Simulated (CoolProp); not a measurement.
The numbers come from the reference Helmholtz-energy equation of state, de Reuck 1993 in CoolProp.

### Question
Give the vapour pressure (MPa), vapour density (kg/m³), vapour viscosity (µPa s), liquid conductivity (mW/(m K)) of saturated methanol at 379, 412.2, 437.1 K.

### Answer
| T (K) | p (MPa) | vapour density (kg/m³) | vapour viscosity (µPa s) | liquid conductivity (mW/(m K)) |
|---|---|---|---|---|
| 379 | 0.424 | 4.82 | 12.0 | 185 |
| 412.2 | 1.06 | 12.1 | 12.8 | 178 |
| 437.1 | 1.92 | 22.6 | 13.5 | 174 |

Viscosity comes from a separate model (Xiang 2006). Thermal conductivity comes from a separate model (Sykioti 2013).
